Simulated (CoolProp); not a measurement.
Vapour pressure (bar) of R13: the reference equation beside estimates from Tc = 29.9 °C, pc = 39.73 bar, ω = 0.175. Clausius-Clapeyron is anchored at -109.45 °C with a constant enthalpy of vaporisation of 16.89 kJ/mol.

Model: reference Helmholtz-energy equation of state, Platzer 1990, in CoolProp. This equation is an older, rougher fit; its heat capacities, sound speeds and derivatives of the liquid may be far off and weren't checked against measurements.

```
T (°C)    reference  Lee-Kesler  Clausius-Clapeyron  Redlich-Kwong  Soave-Redlich-Kwong  Peng-Robinson
-------  ----------  ----------  ------------------  -------------  -------------------  -------------
-113.95      0.1178      0.1110              0.1185         0.1735               0.1126         0.1190
-111.65      0.1417      0.1340              0.1421         0.2082           (withheld)         0.1428
-109.45      0.1682      0.1594              0.1682         0.2463           (withheld)         0.1691
-107.15      0.2002      0.1902              0.1998         0.2919               0.1924         0.2008
-104.95  (withheld)      0.2240              0.2345         0.3416               0.2263         0.2354
-102.65      0.2768      0.2644              0.2760         0.4003               0.2669         0.2767
-100.35      0.3242      0.3106              0.3234         0.4667           (withheld)         0.3236
-98.15       0.3755      0.3606              0.3749         0.5379           (withheld)         0.3743
-95.85       0.4359      0.4197              0.4358         0.6211               0.4225         0.4339
-93.55       0.5038  (withheld)              0.5046         0.7138               0.4891         0.5009
-91.35       0.5763      0.5576              0.5786         0.8121               0.5604         0.5724
-89.05       0.6608      0.6408              0.6653         0.9257               0.6435         0.6557
-86.85       0.7504      0.7294              0.7578          1.045               0.7319         0.7440
-84.55       0.8541      0.8320              0.8656     (withheld)               0.8343         0.8462
-82.25       0.9686      0.9456              0.9855          1.332               0.9476         0.9591
```

Question: Fill in the missing entries.

Answer: 
- -111.65, Soave-Redlich-Kwong: 0.1357
- -109.45, Soave-Redlich-Kwong: 0.1614
- -104.95, reference: 0.2351
- -100.35, Soave-Redlich-Kwong: 0.3132
- -98.15, Soave-Redlich-Kwong: 0.3634
- -93.55, Lee-Kesler: 0.4863
- -84.55, Redlich-Kwong: 1.182

Absolute difference from the reference over all 15 rows, mean and median: Lee-Kesler 4.0 and 4.0 %, Clausius-Clapeyron 0.5 and 0.3 %, Redlich-Kwong 42.9 and 43.2 %, Soave-Redlich-Kwong 3.3 and 3.2 %, Peng-Robinson 0.6 and 0.6 %.
